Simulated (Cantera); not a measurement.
Input: 1 mol SiCl₄, 0.38 mol C₃H₈, a varied amount of H₂, equilibrated at 2523.15 K and 42.0 Torr.

These are equilibrium values from Cantera (NASA tables, ideal gas, pure condensed phases), not measurements of a reactor. Candidate condensed phases: C, C₆H₆, C₇H₈, C₈H₁₈, Si, SiC; 109 gas species. The tables' values for SiCl are old estimates; treat these amounts as uncertain. Gases not in the tables: Si₂H₆ and higher silanes. Kinetics and transport are ignored.

Task: At 210 mol H₂, list the 6 most abundant gas species with their mole fractions, and the condensed phases.

Result: H₂ 0.866, H 0.109, HCl 0.0161, Si 0.00377, C₂H₂ (acetylene) 0.00223, Cl 0.00143. Condensed: gas only.
